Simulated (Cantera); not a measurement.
Silicon carbide growth: Si(CH₃)₄ + C₂H₄ + H₂

Feed: 1 mol Si(CH₃)₄, 0.029 mol C₂H₄, 2.7 mol H₂, equilibrated at 2025 °C and 4400 Pa.

Method: chemical equilibrium by Gibbs-energy minimisation in Cantera with the NASA 1993 tables (ideal gas, pure condensed phases). Candidate condensed phases: C, C₆H₆, C₇H₈, C₈H₁₈, Si, SiC; 87 gas species. Gases not in the tables: Si₂H₆ and higher silanes. The numbers say what is thermodynamically allowed, not how fast it happens.

```
Property                             Result
--------------------------------  ---------
x(H₂)                                 0.948
x(H)                                 0.0445
x(C₂H₂ (acetylene))                 0.00406
x(Si)                               0.00298
x(SiC₂)                            0.000408
x(Si₂C)                            0.000240
x(SiH)                             0.000224
x(SiH₂)                             6.26e-5
x(C₂H)                              8.56e-6
n(C(graphite))                     3.01 mol
n(SiC(s))                         0.963 mol
gas amount                        8.992 mol
log10 activity of Si(l) (absent)      -0.85
```
